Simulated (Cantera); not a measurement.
An isothermal plug-flow reactor at 1025 K and 375 Torr (inlet), inlet velocity 0.094 m/s, active area per volume 8400 1/m; feed CH4 : O2 : N2 = 0.0044 : 0.025 : 0.79 (molar parts).

Detailed kinetics in Cantera: Deutschmann's 1995 Pt surface mechanism with GRI-Mech 3.0 gas chemistry. Catalytic surfaces can have several steady states; this one follows from the mechanism file's or the stated starting coverage. Mass transfer to the wall is taken as infinitely fast.

One state of this run: x CH4 = 1.19e-5; x O2 = 0.0198; x H2O = 0.0107; x CO2 = 0.00536; x CO = 9.61e-9; θ free Pt = 0.361; θ O* = 0.638; θ OH* = 0.00145. x: gas mole fraction; θ: surface coverage.

### Question
Which value of z (m) does it belong to?
A) 0.0011
B) 0.00015
C) 0.0019
D) 0.00025

### Answer
D, 0.00025
